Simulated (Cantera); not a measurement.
Input (Python, Cantera) and output of one run.

```python
import numpy as np
import cantera as ct

gas_names = """
    Fe FeO Fe(OH)2 H HNO HNO2 HNO3 HO2 H2 H2O H2O2 N NH NH2 NH3 NH2OH NO NO2 NO3 N2 N2H2 N2H4 N2O O OH
    O2 O3
""".split()
cond_names = """
    Fe(a) Fe(c) Fe(d) Fe(L) FeO(s) FeO(L) Fe(OH)2(s) Fe(OH)3(s) Fe2O3(s) Fe3O4(s) H2O(s) H2O(L)
""".split()


# ... load() reads the species with a 1 bar reference pressure and builds the phases ...
atoms = {
    'Fe': {'Fe': 1},
    'H2O': {'H': 2, 'O': 1},
    'N2': {'N': 2},
}
top_T = {'Fe2O3(s)': 1830, 'Fe3O4(s)': 1870}  # K; cautious upper limits of use, not melting points


# ... equilibrate(T, P, feed) seeds the gas with the atoms and calls Mixture.equilibrate('TP', solver="vcs", rtol=1e-11, max_steps=5000) ...
results = []
feed = {'Fe': 1, 'H2O': 5.2, 'N2': 43}  # mol
T = 723.15  # K
P = 5100  # Pa
mix = equilibrate(T, P, feed)
results.append((T, P, feed, dict(zip(mix.species_names, mix.species_moles))))
x = sorted(zip(gas.X, gas.species_names), reverse=True)
print(f"T = {T:g} K  P = {P:g} Pa  gas = {mix.phase_moles(0):.4g} mol")
print("   x: " + "  ".join(f"{s} {v:.3e}" for v, s in x if v > 0.001))
print("   condensed (mol): " + ("  ".join(f"{mix.phase(i).name} {mix.phase_moles(i):.4g}"
      for i in range(1, mix.n_phases) if mix.phase_moles(i) > 1e-12) or "none"))
```

Result:

```
T = 723.15 K  P = 5100 Pa  gas = 48.2 mol
   x: N2 8.921e-01  H2O 8.022e-02  H2 2.766e-02
   condensed (mol): Fe3O4(s) 0.3333
```

These are equilibrium values from Cantera (NASA tables, ideal gas, pure condensed phases), not measurements of a reactor.
